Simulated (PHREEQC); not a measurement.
Consider water at 20 °C with 3.2 mol NaBr, 0.073 mol Na2SO4 and 0.26 mol KBr per kg of water. Closed to the air; pH follows from the charge balance.

Equilibrium calculation in PHREEQC: Pitzer model, pitzer.dat.

Precipitation was switched off in this run.

Problem. Predict the activity of water.

Solution. activity of water 0.866.
